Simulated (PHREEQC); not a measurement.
**Polishing slurry liquid: speciation**

Solution (20 °C): 0.0033 mol K2CO3, 0.0044 mol Al(NO3)3 and 7e-05 mol CuSO4 per kg of water. Closed to the air; pH follows from the charge balance.

All values are PHREEQC results (ion-association model, wateq4f.dat), not measurements.

No solid was allowed to form.

### Question
What pH, ionic strength does the model give?

### Answer
pH 5.63; ionic strength 0.0177 mol/kgw.

### Question
In which forms is Al present?

### Answer
Al(OH)2+ 47 %, AlOH+2 32 %, Al+3 17 %, Al(OH)3 1.8 %, Al(OH)4- 1.5 %, AlSO4+ 0.6 % of the Al.

The solution is supersaturated, for example in Basaluminite, Al(OH)3(a), so a real one may precipitate; this is no full list.
